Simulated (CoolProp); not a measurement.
Ethylbenzene along the isotherm 600.1 K: Z from the reference equation and from simpler models built on Tc = 617.1 K, pc = 3622 kPa, ω = 0.304; each cubic takes its own stable root.

The numbers come from the reference Helmholtz-energy equation of state, Zhou 2012 in CoolProp.

```csv
p (kPa),phase,reference
388,gas,0.9567
776,gas,0.9108
1160,gas,0.8618
1550,gas,0.8072
1940,gas,0.7455
2330,gas,0.6723
2720,gas,0.5758
3100,liquid,0.1386
3490,liquid,0.1517
3880,liquid,0.1651
4270,liquid,0.1787
4660,liquid,0.1923
5050,liquid,0.2059
5430,liquid,0.2191
```

Q: How far does each simpler model (van der Waals, Redlich-Kwong, Peng-Robinson) lie from the reference over these 14 states: mean and median of the absolute difference, and the worst?

A: 
- van der Waals: mean 51.1 %, median 35.6 %, worst +309.8 % at 600.1 K and 3100 kPa
- Redlich-Kwong: mean 16.2 %, median 15.8 %, worst +41.2 % at 600.1 K and 3100 kPa
- Peng-Robinson: mean 6.5 %, median 4.8 %, worst +17.7 % at 600.1 K and 3100 kPa

At some of these states van der Waals gives the other phase, because its saturation line lies elsewhere.
